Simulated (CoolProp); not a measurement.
A single-stage vapour-compression cycle with the fluid: evaporating at 309.15 K (dew point), condensing at 343.15 K (bubble point), superheat 0 K, subcooling 8 K, compressor efficiency 0.85, no pressure losses. The same conditions are run with several fluids, on thermodynamics alone (safety and materials aside).

Values from CoolProp's reference Helmholtz-energy equation of state of each fluid (R134a: Tillner-Roth 1994; R11: Jacobsen 1992; R236FA: Pan 2012; R142b: Lemmon 2006; propylene: Lemmon 2013; R245ca: Zhou 2016).

```tsv
fluid	cooling COP	pressure ratio	discharge temperature (K)	refrigerating effect (kJ/kg)	volumetric capacity (kJ/m³)
R134a	6.43	2.32	349.0	127	5680
R11	7.23	2.66	349.6	153	1320
R236FA	[?]	[?]	343.2	[?]	2730
R142b	[?]	2.37	346.1	158	3270
propylene	6.08	2.05	352.7	236	[?]
R245ca	7.04	2.90	343.2	161	[?]
```

### Question
Fill in the missing entries.

### Answer

- R236FA, cooling COP: 6.65
- R236FA, pressure ratio: 2.54
- R236FA, refrigerating effect (kJ/kg): 105
- R142b, cooling COP: 6.89
- propylene, volumetric capacity (kJ/m³): 7600
- R245ca, volumetric capacity (kJ/m³): 1330

The compression ends wet for: R236FA; R245ca.
